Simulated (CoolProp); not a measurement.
Vapour-liquid equilibrium of propylene (1) + dimethyl ether (2) at 0.441 MPa; x and y are mole fractions of (1).

Model: multi-fluid Helmholtz-energy mixture model, Lemmon 2013 and Wu 2011; pair parameters Bell 2016, in CoolProp.

| x | bubble temperature, mixture model (K) | bubble temperature, Raoult's law (K) | y, mixture model | y, Raoult's law |
|---|---|---|---|---|
| 0.05 | 286.3 | 286.8 | 0.105 | 0.097 |
| 0.125 | 283.3 | 284.4 | 0.241 | 0.229 |
| 0.2 | 280.7 | 282.2 | 0.355 | 0.344 |
| 0.275 | 278.3 | 280.1 | 0.452 | 0.445 |
| 0.35 | 276.2 | 278.0 | 0.536 | 0.535 |
| 0.425 | 274.3 | 276.1 | 0.608 | 0.615 |
| 0.5 | 272.5 | 274.3 | 0.672 | 0.685 |
| 0.575 | 271.0 | 272.6 | 0.730 | 0.748 |
| 0.65 | 269.5 | 270.9 | 0.783 | 0.805 |
| 0.725 | 268.2 | 269.3 | 0.832 | 0.855 |
| 0.8 | 267.0 | 267.8 | 0.879 | 0.900 |
| 0.875 | 265.8 | 266.4 | 0.924 | 0.941 |
| 0.95 | 264.8 | 265.0 | 0.969 | 0.978 |

The largest gap from Raoult's law is -1.8 K in bubble temperature, at x = 0.425. No azeotrope shows between x = 0.05 and 0.95.

The pair parameters rest on a limited set of measurements; away from them the model extrapolates.
